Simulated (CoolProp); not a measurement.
R142b along the isotherm 470 K: density (kg/m³) from the reference equation and from simpler models built on Tc = 410.3 K, pc = 4.055 MPa, ω = 0.232; each cubic takes its own stable root.

Model: reference Helmholtz-energy equation of state, Lemmon 2006, in CoolProp. It is a short technical equation, of lower accuracy than the large ones.

```tsv
p (MPa)	phase	reference
1.45	gas	40.57
2.9	gas	89.81
4.34	supercritical	152.2
5.79	supercritical	236.9
7.24	supercritical	349.3
8.69	supercritical	466.8
10.1	supercritical	552.8
11.6	supercritical	615.1
13	supercritical	656.9
14.5	supercritical	691.6
15.9	supercritical	717.8
17.4	supercritical	741.4
18.8	supercritical	760.4
20.3	supercritical	778.3
```

Question: How far does each simpler model (Redlich-Kwong, Soave-Redlich-Kwong) lie from the reference over these 14 states: mean and median of the absolute difference, and the worst?

Answer: 
- Redlich-Kwong: mean 5.1 %, median 6.7 %, worst -8.1 % at 470 K and 13 MPa
- Soave-Redlich-Kwong: mean 9.1 %, median 11.0 %, worst -14.2 % at 470 K and 10.1 MPa
